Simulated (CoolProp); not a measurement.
The numbers come from the reference Helmholtz-energy equation of state, Lemmon 2006 in CoolProp. It is a short technical equation, of lower accuracy than the large ones.

**Question.** For nitrous oxide, give the phase and the density (kg/m³), Joule-Thomson coefficient (K/MPa), isothermal compressibility (1/MPa) at 290.9 K and 23.7 MPa; 319.1 K and 23.7 MPa; 375.5 K and 23.7 MPa.

**Answer.** 
- 290.9 K and 23.7 MPa: liquid; density 946, Joule-Thomson coefficient 0.0499, isothermal compressibility 0.00458
- 319.1 K and 23.7 MPa: supercritical; density 839, Joule-Thomson coefficient 0.335, isothermal compressibility 0.00842
- 375.5 K and 23.7 MPa: supercritical; density 583, Joule-Thomson coefficient 1.49, isothermal compressibility 0.0302
